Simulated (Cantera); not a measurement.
Cantera run:

```python
import numpy as np
import cantera as ct

gas_names = """
    B BCL BCL2 BCL3 BH BH2 BH3 BN BO BOCL BO2 B2 B2O B2O2 B2O3 B3O3CL3 B3O3H3 CL CLO CL2 H HBO HBO2 HCL
    HNO HNO2 HNO3 HOCL HO2 H2 H2O H2O2 H3B3O6 N NH NH2 NH3 NH2OH NO NO2 NO3 N2 N2H2 N2H4 N2O O OH O2 O3
""".split()
cond_names = """
    B(b) B(L) BN(s) B2O3(L) B3O3H3(cr) H2O(s) H2O(L) NH4CL(a) NH4CL(b)
""".split()


def load(file, names, dense=False):
    # The tables refer to 1 bar. Condensed volumes are neglected.
    table = {s.name: s for s in ct.Species.list_from_file(file)}
    out = []
    for n in names:
        d = dict(table[n].input_data)
        d["thermo"] = dict(d["thermo"], **{"reference-pressure": 1e5})
        if dense:
            d["equation-of-state"] = {"model": "constant-volume", "density": "1e6 g/cm^3"}
        out.append(ct.Species.from_dict(d))
    return out


gas = ct.Solution(thermo="ideal-gas", species=load("nasa_gas.yaml", gas_names))
cond = {s.name: ct.Solution(thermo="fixed-stoichiometry", species=[s], name=s.name)
        for s in load("nasa_condensed.yaml", cond_names, dense=True)}
atoms = {
    'BCl3': {'B': 1, 'CL': 3},
    'H2O': {'H': 2, 'O': 1},
    'N2': {'N': 2},
}
top_T = {'BN(s)': 3200}  # K; cautious upper limits of use, not melting points


def equilibrate(T, P, feed):
    n = {}
    for name, mol in feed.items():
        for a, k in atoms[name].items():
            n[a] = n.get(a, 0.0) + k * mol
    gas.TPX = T, P, n
    mass = sum(n.values()) * gas.mean_molecular_weight
    gas.equilibrate("TP")
    valid = [c for c in cond.values() if c.min_temp <= T <= top_T.get(c.name, c.max_temp)]
    mix = ct.Mixture([(gas, mass / gas.mean_molecular_weight)] + [(c, 0.0) for c in valid])
    mix.T, mix.P = T, P
    mix.equilibrate("TP", solver="vcs", rtol=1e-11, max_steps=5000)
    return mix


results = []
feed = {'BCl3': 1, 'H2O': 13, 'N2': 7.5}  # mol
P = 7700  # Pa
for T in [800, 1000, 1200, 1400, 1600, 1800, 2000, 2200, 2400]:
    mix = equilibrate(T, P, feed)
    results.append((T, P, feed, dict(zip(mix.species_names, mix.species_moles))))
    x = sorted(zip(gas.X, gas.species_names), reverse=True)
    print(f"T = {T:g} K  P = {P:g} Pa  gas = {mix.phase_moles(0):.4g} mol")
    print("   x: " + "  ".join(f"{s} {v:.3e}" for v, s in x if v > 0.001))
    print("   condensed (mol): " + ("  ".join(f"{mix.phase(i).name} {mix.phase_moles(i):.4g}"
          for i in range(1, mix.n_phases) if mix.phase_moles(i) > 1e-12) or "none"))
```

Output:

```
T = 800 K  P = 7700 Pa  gas = 21.9 mol
   x: H2O 5.111e-01  N2 3.425e-01  HCL 1.370e-01  H3B3O6 9.423e-03
   condensed (mol): B2O3(L) 0.1905
T = 1000 K  P = 7700 Pa  gas = 21.97 mol
   x: H2O 5.191e-01  N2 3.414e-01  HCL 1.366e-01  H3B3O6 2.891e-03
   condensed (mol): B2O3(L) 0.404
T = 1200 K  P = 7700 Pa  gas = 22.01 mol
   x: H2O 5.196e-01  N2 3.407e-01  HCL 1.363e-01  HBO2 2.160e-03  H3B3O6 1.214e-03
   condensed (mol): B2O3(L) 0.4361
T = 1400 K  P = 7700 Pa  gas = 22.26 mol
   x: H2O 5.036e-01  N2 3.369e-01  HCL 1.346e-01  HBO2 2.390e-02
   condensed (mol): B2O3(L) 0.2131
T = 1600 K  P = 7700 Pa  gas = 22.51 mol
   x: H2O 4.882e-01  N2 3.331e-01  HCL 1.325e-01  HBO2 4.398e-02
   condensed (mol): none
T = 1800 K  P = 7700 Pa  gas = 22.56 mol
   x: H2O 4.855e-01  N2 3.324e-01  HCL 1.307e-01  HBO2 4.365e-02  H2 3.301e-03  CL 2.247e-03
   condensed (mol): none
T = 2000 K  P = 7700 Pa  gas = 22.67 mol
   x: H2O 4.771e-01  N2 3.305e-01  HCL 1.267e-01  HBO2 4.293e-02  H2 9.825e-03  CL 5.578e-03  OH 2.817e-03  O2 2.549e-03
   condensed (mol): none
T = 2200 K  P = 7700 Pa  gas = 22.95 mol
   x: H2O 4.567e-01  N2 3.260e-01  HCL 1.191e-01  HBO2 4.144e-02  H2 2.362e-02  CL 1.145e-02  OH 8.416e-03  O2 6.317e-03  H 3.119e-03  NO 1.409e-03
   condensed (mol): none
T = 2400 K  P = 7700 Pa  gas = 23.57 mol
   x: H2O 4.151e-01  N2 3.166e-01  HCL 1.070e-01  H2 4.725e-02  HBO2 3.848e-02  OH 2.012e-02  CL 2.012e-02  O2 1.292e-02  H 1.246e-02  O 3.553e-03  NO 3.011e-03  BO2 2.243e-03
   condensed (mol): none
```

Method: chemical equilibrium by Gibbs-energy minimisation in Cantera with the NASA 1993 tables (ideal gas, pure condensed phases). The tables' values for BOCl are old estimates; treat these amounts as uncertain. Gases not in the tables: H3BO3.
